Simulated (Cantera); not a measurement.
NO annealing gas

A perfectly stirred reactor is fed with 47.6 % NO, 52.4 % N2, at 2.00 bar; it is held at 2025 K, and followed from long to short residence time.

Computed with Cantera and GRI-Mech 3.0 (53 species, 325 reactions).

| τ (s) | x NO | x O | x NO2 | x O2 | x N2 |
|---|---|---|---|---|---|
| 0.38 | 0.241 | 0.000201 | 0.000426 | 0.117 | 0.641 |
| 0.17 | 0.321 | 0.000167 | 0.000467 | 0.0769 | 0.601 |
| 0.078 | 0.386 | 0.000132 | 0.000441 | 0.0445 | 0.569 |
| 0.036 | 0.429 | 0.000103 | 0.000378 | 0.0231 | 0.547 |
| 0.016 | 0.454 | 8.12e-5 | 0.000312 | 0.0108 | 0.535 |
| 0.0074 | 0.466 | 6.82e-5 | 0.000266 | 0.00498 | 0.529 |
| 0.0034 | 0.471 | 6.01e-5 | 0.000235 | 0.00220 | 0.526 |
| 0.0015 | 0.474 | 5.37e-5 | 0.000209 | 0.000876 | 0.525 |
| 0.00070 | 0.475 | 4.69e-5 | 0.000180 | 0.000330 | 0.524 |
| 0.00032 | 0.476 | 3.66e-5 | 0.000136 | 9.63e-5 | 0.524 |
x: mole fraction; the columns are a selection and need not sum to one.
